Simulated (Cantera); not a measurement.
Input (Python, Cantera) and output of one run.

```python
import numpy as np
import cantera as ct

gas_names = """
    H H2 N NH NH2 NH3 N2 N2H2 N2H4 V VN
""".split()
cond_names = """
    V(cr) V(L) VN(s)
""".split()


def load(file, names, dense=False):
    # The tables refer to 1 bar. Condensed volumes are neglected.
    table = {s.name: s for s in ct.Species.list_from_file(file)}
    out = []
    for n in names:
        d = dict(table[n].input_data)
        d["thermo"] = dict(d["thermo"], **{"reference-pressure": 1e5})
        if dense:
            d["equation-of-state"] = {"model": "constant-volume", "density": "1e6 g/cm^3"}
        out.append(ct.Species.from_dict(d))
    return out


gas = ct.Solution(thermo="ideal-gas", species=load("nasa_gas.yaml", gas_names))
cond = {s.name: ct.Solution(thermo="fixed-stoichiometry", species=[s], name=s.name)
        for s in load("nasa_condensed.yaml", cond_names, dense=True)}
atoms = {
    'V': {'V': 1},
    'NH3': {'N': 1, 'H': 3},
    'N2': {'N': 2},
}
top_T = {'VN(s)': 2300}  # K; cautious upper limits of use, not melting points


def equilibrate(T, P, feed):
    n = {}
    for name, mol in feed.items():
        for a, k in atoms[name].items():
            n[a] = n.get(a, 0.0) + k * mol
    gas.TPX = T, P, n
    mass = sum(n.values()) * gas.mean_molecular_weight
    gas.equilibrate("TP")
    valid = [c for c in cond.values() if c.min_temp <= T <= top_T.get(c.name, c.max_temp)]
    mix = ct.Mixture([(gas, mass / gas.mean_molecular_weight)] + [(c, 0.0) for c in valid])
    mix.T, mix.P = T, P
    mix.equilibrate("TP", solver="vcs", rtol=1e-11, max_steps=5000)
    return mix


results = []
feed = {'V': 1, 'NH3': 5.8, 'N2': 0.62}  # mol
T = 1723  # K
P = 100000  # Pa
mix = equilibrate(T, P, feed)
results.append((T, P, feed, dict(zip(mix.species_names, mix.species_moles))))
x = sorted(zip(gas.X, gas.species_names), reverse=True)
print(f"T = {T:g} K  P = {P:g} Pa  gas = {mix.phase_moles(0):.4g} mol")
print("   x: " + "  ".join(f"{s} {v:.3e}" for v, s in x if v > 1e-06))
print("   condensed (mol): " + ("  ".join(f"{mix.phase(i).name} {mix.phase_moles(i):.4g}"
      for i in range(1, mix.n_phases) if mix.phase_moles(i) > 1e-12) or "none"))
```

Output:

```
T = 1723 K  P = 100000 Pa  gas = 11.72 mol
   x: H2 7.422e-01  N2 2.577e-01  H 1.571e-04  NH3 1.120e-05
   condensed (mol): VN(s) 1
```

Cantera equilibrium calculation (NASA polynomials, part measured and part estimated; ideal gas, pure solids and liquids). VN: taken at fixed stoichiometry. Condensed phases not in the tables: V2N.
